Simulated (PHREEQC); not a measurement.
Solution (25 °C): 5.3e-05 mol/kgw Pb(NO3)2 and 6.2e-06 mol/kgw NaCl. Closed to the air; pH follows from the charge balance.

All values are PHREEQC results (ion-association model, phreeqc.dat), not measurements.

Precipitation was switched off in this run.

### Question
What pH does the model give?

### Answer
pH 6.01.

### Question
In which forms is Pb present?

### Answer
Pb+2 98 %, PbOH+ 1.9 % of the Pb.
